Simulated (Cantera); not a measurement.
Charge: 1 mol FeS, 1400 mol H₂, 0.043 mol H₂O, equilibrated at 7.00 bar.

Method: chemical equilibrium by Gibbs-energy minimisation in Cantera with the NASA 1993 tables (ideal gas, pure condensed phases). Candidate condensed phases: Fe, FeO, Fe(OH)₂, Fe(OH)₃, FeS, FeSO₄, FeS₂, Fe₂O₃, Fe₂(SO₄)₃, Fe₃O₄, H₂O, H₂SO₄, S; 22 gas species. Rates play no part. All values below are at 1098 K.

Base state: H₂ 0.999, H₂S 0.000714, H₂O 3.07e-5 (mole fractions); condensed: Fe(α).

Task: What changes in the equilibrium state with this change: FeS replaced by Cr₂O₃?

Result: 
| species | before | after |
|---|---|---|
| H₂ | 0.999 | 1.000 |
| H₂O | 3.07e-5 | 3.20e-5 |
| H₂S | 0.000714 | 0 |
| Fe(α), mol | 1.00 | 0 |
| Cr(s), mol | 0 | 0.00116 |
| Cr₂O₃(s), mol | 0 | 0.999 |
Mutual solubility and eutectic melting of coexisting phases are not modelled. Further candidate phases: Cr, Cr₂O₃.
